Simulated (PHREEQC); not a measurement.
HCl is added in steps, without added water, to 1 kg of water holding 0.0011 mol/kgw Pb(NO3)2 and 0.03 mol/kgw Zn(NO3)2, at 90 °C. O2 is buffered at 0.21 atm. No CO2 enters from the air. Nothing may precipitate in this run.

Base run: PHREEQC, ion-association model, wateq4f.dat. Each further column changes one thing. The table gives PbCl+ (mol/kgw).

```csv
HCl added (mol),base,Debye-Hückel limiting law,Davies equation for every ion,database phreeqc.dat
0,0,0,0,0
0.0008125,2.43e-5,1.81e-5,2.51e-5,2.47e-5
0.002031,5.89e-5,4.39e-5,6.06e-5,5.98e-5
0.002844,8.07e-5,6.03e-5,8.31e-5,8.21e-5
0.004063,0.000112,[?],0.000115,0.000114
0.004875,0.000132,9.89e-5,0.000135,0.000134
0.006094,0.000160,0.000120,0.000164,0.000162
0.006906,0.000178,0.000134,0.000183,0.000181
0.008125,0.000204,0.000154,0.000209,0.000207
0.008937,0.000220,0.000167,0.000226,0.000223
0.01016,0.000244,0.000185,0.000249,0.000247
0.01097,0.000259,0.000196,0.000265,0.000262
0.01219,0.000280,[?],0.000286,0.000284
0.013,0.000294,[?],0.000300,0.000297
```

Q: Some entries are withheld; supply them.

A: 
- 0.004063, Debye-Hückel limiting law: 8.39e-5
- 0.01219, Debye-Hückel limiting law: 0.000213
- 0.013, Debye-Hückel limiting law: 0.000224

Away from 25 °C the constants follow the database's enthalpies or fits; those with neither stay at their 25 °C values. phreeqc.dat and wateq4f.dat share most of their constants, so their agreement is no independent check.
